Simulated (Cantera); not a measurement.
Reactions in the system H-N-O-P

Source: NASA polynomial tables (part measured, part estimated), evaluated in Cantera. Values are per mole of reaction as written; species without (g) are pure solids or liquids, kept so even where they would boil at 1 bar.

5 N(g) + P4O10 + 12 H(g) ⇌ 5 NO2(g) + 4 PH3(g)

```
T (K)  ΔH° (kJ)  ΔS° (J/K)  ΔG° (kJ)  log10 K
-----  --------  ---------  --------  -------
300     -1777.1     -331.3   -1677.7   292.11
448     -1812.7     -427.6   -1621.2   189.02
473     -1818.9     -441.0   -1610.3   177.83
498     -1825.2     -453.9   -1599.1   167.73
523     -1831.4     -466.1   -1587.6   158.56
548     -1837.7     -477.9   -1575.8   150.20
573     -1844.0     -489.1   -1563.7   142.55
598     -1850.3     -499.9   -1551.4   135.51
```
